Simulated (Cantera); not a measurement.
What does this Cantera script print?

```python
import numpy as np
import cantera as ct

gas_names = """
    F F2 N NF NF2 NF3 N2 Si SiF SiF2 SiF3 SiF4 SiN Si2 Si2N Si3
""".split()
cond_names = """
    Si(cr) Si(L) Si3N4(a)
""".split()


# ... load() reads the species with a 1 bar reference pressure and builds the phases ...
atoms = {
    'Si': {'Si': 1},
    'F2': {'F': 2},
    'N2': {'N': 2},
}
top_T = {'Si3N4(a)': 2400}  # K; cautious upper limits of use, not melting points


# ... equilibrate(T, P, feed) seeds the gas with the atoms and calls Mixture.equilibrate('TP', solver="vcs", rtol=1e-11, max_steps=5000) ...
results = []
feed = {'Si': 1, 'F2': 3, 'N2': 13}  # mol
T = 525  # K
P = 13332.2  # Pa
mix = equilibrate(T, P, feed)
results.append((T, P, feed, dict(zip(mix.species_names, mix.species_moles))))
x = sorted(zip(gas.X, gas.species_names), reverse=True)
print(f"T = {T:g} K  P = {P:g} Pa  gas = {mix.phase_moles(0):.4g} mol")
print("   x: " + "  ".join(f"{s} {v:.3e}" for v, s in x if v > 0.001))
print("   condensed (mol): " + ("  ".join(f"{mix.phase(i).name} {mix.phase_moles(i):.4g}"
      for i in range(1, mix.n_phases) if mix.phase_moles(i) > 1e-12) or "none"))
```

It prints:

```
T = 525 K  P = 13332.2 Pa  gas = 14.33 mol
   x: N2 8.837e-01  SiF4 6.976e-02  NF3 4.646e-02
   condensed (mol): none
```

Cantera equilibrium calculation (NASA polynomials, part measured and part estimated; ideal gas, pure solids and liquids).
